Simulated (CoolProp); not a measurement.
Vapour-liquid equilibrium of ethanol (1) + ethylbenzene (2) at 460.7 K; x and y are mole fractions of (1).

The numbers come from the multi-fluid Helmholtz-energy mixture model, Schroeder 2014 and Zhou 2012; pair parameters Bell 2016 in CoolProp.

```
x     bubble pressure, mixture model (bar)  bubble pressure, Raoult's law (bar)  y, mixture model  y, Raoult's law
----  ------------------------------------  -----------------------------------  ----------------  ---------------
0.05                                 5.814                                4.367             0.410            0.266
0.2                                  11.04                                7.344             0.693            0.632
0.35                                 14.18                                10.32             0.771            0.788
0.5                                  16.38                                13.30             0.816            0.873
0.65                                 18.34                                16.28             0.858            0.927
0.8                                  20.36                                19.25             0.908            0.965
0.95                                 22.50                                22.23             0.973            0.992
```

The largest gap from Raoult's law is +50.3 % in bubble pressure, at x = 0.2. No azeotrope shows between x = 0.05 and 0.95.

Pair parameters are fitted to limited data, so mixtures are less certain than the pure fluids. With so large a gap from Raoult's law the liquid may split in two, which this calculation doesn't test in full.
